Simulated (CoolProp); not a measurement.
Values from CoolProp's reference Helmholtz-energy equation of state, Tillner-Roth 1997.

Q: Give the vapour pressure (MPa), liquid density (kg/m³), enthalpy of vaporisation (kJ/kg), liquid cp (kJ/(kg K)) of saturated CH2F2 (R32) at 325.1 K.

A: 
| T (K) | p (MPa) | liquid density (kg/m³) | enthalpy of vaporisation (kJ/kg) | liquid cp (kJ/(kg K)) |
|---|---|---|---|---|
| 325.1 | 3.28 | 828 | 204 | 2.52 |
